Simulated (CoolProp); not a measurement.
Vapour-liquid equilibrium of CHF3 (R23) (1) + ethane (2) at 2.14 MPa; x and y are mole fractions of (1).

The numbers come from the multi-fluid Helmholtz-energy mixture model, Penoncello 2003 and Bücker 2006; pair parameters Bell 2016 in CoolProp.

### Question
Give the bubble temperature and the first vapour's composition at x = 0.05, 0.35, 0.5. Is there an azeotrope?

### Answer
x = 0.05: 264.2 K, y = 0.117; x = 0.35: 253.9 K, y = 0.431; x = 0.5: 253.3 K, y = 0.502. y crosses x between x = 0.5 and 0.65: the model has an azeotrope there.

The pair parameters rest on a limited set of measurements; away from them the model extrapolates. With so large a gap from Raoult's law the liquid may split in two, which this calculation doesn't test in full.
